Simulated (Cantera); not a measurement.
Input: 1 mol BCl₃, 14 mol H₂O, held at 1000 Pa.

Cantera equilibrium calculation (NASA polynomials, part measured and part estimated; ideal gas, pure solids and liquids). Candidate condensed phases: B, B₂O₃, B₃O₃H₃, H₂O; 33 gas species. The tables' values for BOCl are old estimates; treat these amounts as uncertain. Gases not in the tables: H₃BO₃. The numbers say what is thermodynamically allowed, not how fast it happens.

**Question.** At 1525 K, list the 4 most abundant gas species with their mole fractions, and the condensed phases.

**Answer.** H₂O 0.749, HCl 0.186, HBO₂ 0.0620, H₂ 0.00117. Condensed: gas only.
